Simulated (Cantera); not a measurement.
A perfectly stirred reactor is fed with CH₄ : H₂ : CO₂ = 0.0051 : 1 : 0.0057 (molar parts), at 14000 Pa; it is held at 1775 K, and followed from long to short residence time.

Detailed kinetics in Cantera: GRI-Mech 3.0 (53 species, 325 reactions).

**Question.** What does this change do: temperature 1775 to 2750 K?

**Answer.** 
```
quantity                 before    after
---------------------  --------  -------
x(CH₄) at τ = 2.40 s    0.00201  3.30e-7
x(H₂) at τ = 2.40 s       0.985    0.823
x(CO₂) at τ = 2.40 s    3.89e-5  8.93e-7
x(HCO) at τ = 2.40 s   4.13e-10  2.31e-8
x(OH) at τ = 2.40 s     2.59e-7  2.77e-5
x(CH₄) at τ = 7.80 ms   0.00498  7.28e-5
x(H₂) at τ = 7.80 ms      0.988    0.890
x(CO₂) at τ = 7.80 ms   0.00427  1.07e-5
x(HCO) at τ = 7.80 ms  8.01e-11  4.32e-8
x(OH) at τ = 7.80 ms    6.33e-8  6.18e-5
```
